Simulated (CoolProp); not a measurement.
A Linde-Hampson liquefier for ethane: isothermal reversible compression at 320 K from 1 atm to 40 MPa, throttling to 1 atm, return gas leaving the recuperator 2 K below the feed. Each further row changes one setting.

Computed with CoolProp (reference Helmholtz-energy equation of state, Bücker 2006).

```csv
case,liquid yield per pass,compression work (kJ/kg of gas)
as stated,[?],414
high pressure 80 MPa,0.407,499
warm-end temperature 350 K,[?],482
warm-end gap 7 K,[?],414
```

Q: Fill in the missing entries.

A: 
- as stated, liquid yield per pass: 0.458
- warm-end temperature 350 K, liquid yield per pass: 0.389
- warm-end gap 7 K, liquid yield per pass: 0.451
